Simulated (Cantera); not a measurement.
Cantera run, input and output.

```python
import numpy as np
import cantera as ct

gas = ct.Solution("gri30.yaml")
gas.TPX = 1125, 46000, {'CO': 1, 'H2': 0.56, 'O2': 2.44, 'N2': 9.16}
reactor = ct.IdealGasReactor(gas, energy="on", clone=False)
net = ct.ReactorNet([reactor])
net.rtol, net.atol = 1e-08, 1e-16
show = ['CO', 'H2', 'O2', 'O', 'NO', 'H2O', 'NO2']
times = np.geomspace(1e-06, 0.8, 14)

steps = ct.SolutionArray(gas, extra=["t"])
rows = []
print(f"{'t/s':>10s}{'T/K':>9s}{'P/Pa':>11s}" + "".join(f"{s:>11s}" for s in show))
for t in times:
    while net.time < t:
        t_next = net.step()
        steps.append(gas.state, t=t_next)
    rows.append([np.interp(t, steps.t, y) for y in (steps.T, steps.P, *steps(*show).X.T)])
    print(f"{t:10.3e}{rows[-1][0]:9.1f}{rows[-1][1]:11.4g}" + "".join(f"{x:11.3e}" for x in rows[-1][2:]))
rate = np.gradient(steps.T, steps.t)
print("integrator steps:", len(steps.t))
if steps.T.max() > steps.T[0] + 200:
    print(f"time of steepest temperature rise: {steps.t[rate.argmax()]:.4e} s")
gas.TPX = 1125, 46000, {'CO': 1, 'H2': 0.56, 'O2': 2.44, 'N2': 9.16}
gas.equilibrate("UV")
print(f"equilibrium (UV): T = {gas.T:.1f} K  " + "  ".join(f"{s} {gas[s].X[0]:.3e}" for s in show))
```

Result:

```
       t/s      T/K       P/Pa         CO         H2         O2          O         NO        H2O        NO2
 1.000e-06   1125.0    4.6e+04  7.599e-02  4.255e-02  1.854e-01  8.885e-11  4.051e-23  8.110e-13  2.094e-32
 2.845e-06   1125.0    4.6e+04  7.599e-02  4.255e-02  1.854e-01  2.499e-10  3.799e-22  1.524e-11  8.872e-31
 8.094e-06   1125.0    4.6e+04  7.599e-02  4.255e-02  1.854e-01  7.328e-10  3.809e-21  2.467e-10  5.591e-29
 2.303e-05   1125.0    4.6e+04  7.599e-02  4.255e-02  1.854e-01  3.268e-09  4.912e-20  4.027e-09  5.835e-27
 6.551e-05   1125.0    4.6e+04  7.599e-02  4.255e-02  1.854e-01  8.436e-08  9.211e-18  1.872e-07  2.075e-23
 1.864e-04   1130.2   4.62e+04  7.563e-02  4.046e-02  1.841e-01  5.654e-04  4.953e-10  1.513e-03  4.281e-13
 5.303e-04   1924.1  7.546e+04  1.394e-02  1.628e-03  1.317e-01  1.325e-02  2.387e-05  3.709e-02  1.004e-08
 1.509e-03   2165.1   8.37e+04  3.867e-03  3.866e-04  1.330e-01  2.875e-03  9.150e-05  4.207e-02  7.141e-08
 4.292e-03   2210.3  8.522e+04  1.597e-03  1.641e-04  1.332e-01  1.196e-03  2.035e-04  4.330e-02  1.866e-07
 1.221e-02   2210.8  8.523e+04  1.532e-03  1.581e-04  1.330e-01  1.151e-03  4.571e-04  4.334e-02  4.206e-07
 3.474e-02   2209.2  8.517e+04  1.518e-03  1.568e-04  1.327e-01  1.138e-03  1.149e-03  4.335e-02  1.058e-06
 9.884e-02   2204.9    8.5e+04  1.481e-03  1.535e-04  1.318e-01  1.105e-03  2.888e-03  4.339e-02  2.664e-06
 2.812e-01   2196.9  8.468e+04  1.414e-03  1.474e-04  1.302e-01  1.046e-03  6.169e-03  4.345e-02  5.707e-06
 8.000e-01   2190.1  8.441e+04  1.359e-03  1.423e-04  1.289e-01  9.977e-04  8.938e-03  4.350e-02  8.291e-06
integrator steps: 1313
time of steepest temperature rise: 2.4477e-04 s
equilibrium (UV): T = 2189.1 K  CO 1.351e-03  H2 1.416e-04  O2 1.287e-01  O 9.909e-04  NO 9.338e-03  H2O 4.351e-02  NO2 8.665e-06
```

Cantera simulation using GRI-Mech 3.0 (53 species, 325 reactions); the numbers are that mechanism's predictions, not measurements.
